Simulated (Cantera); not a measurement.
**Low-pressure radical oxidation in H2/O2**

An isothermal, constant-pressure homogeneous reactor starts with H2 : O2 : N2 = 0.014 : 1 : 0.16 (molar parts), at 1150 K and 0.00355 atm.

Computed with Cantera and the H2/O2 subset of GRI-Mech 3.0, which has no nitrogen chemistry. Radical loss at walls, strong at low pressure, is not modelled.

```
t (s)        x H2   x O2     x HO2       x O    x H2O2       x H
--------  -------  -----  --------  --------  --------  --------
6.00e-5    0.0119  0.852  5.63e-11  6.73e-12    <1e-12  4.97e-11
0.000164   0.0119  0.852  1.54e-10  4.39e-11    <1e-12  1.12e-10
0.000450   0.0119  0.852  4.22e-10  2.44e-10    <1e-12  2.13e-10
0.00123    0.0119  0.852   1.16e-9   1.19e-9    <1e-12  4.11e-10
0.00337    0.0119  0.852   3.17e-9   7.45e-9    <1e-12   1.47e-9
0.00924    0.0119  0.852   8.90e-9   1.85e-7  6.53e-12   3.06e-8
0.0253     0.0111  0.851   3.53e-7  0.000554   1.43e-9   9.85e-5
0.0693    7.48e-5  0.841   3.58e-7   0.00983   6.48e-9  0.000811
0.190     6.40e-5  0.842   3.41e-7   0.00914   6.15e-9  0.000708
0.520     5.30e-5  0.843   3.16e-7   0.00750   6.16e-9  0.000528
1.42      3.37e-5  0.846   2.60e-7   0.00469   6.04e-9  0.000263
3.90      1.35e-5  0.849   1.68e-7   0.00184   5.42e-9   6.52e-5
10.7      3.26e-6  0.850   7.65e-8  0.000444   3.82e-9   7.73e-6
29.2      5.98e-7  0.851   2.49e-8   8.14e-5   1.83e-9   6.08e-7
80.0      1.08e-7  0.851   6.70e-9   1.48e-5  6.14e-10   4.71e-8
```
x: mole fraction; the columns are a selection and need not sum to one.

Equilibrium at this temperature and pressure: H2 9.37e-10, O2 0.851, HO2 1.82e-9, O 1.29e-7, H2O2 9.97e-12, H 3.83e-11 (gas phase only).
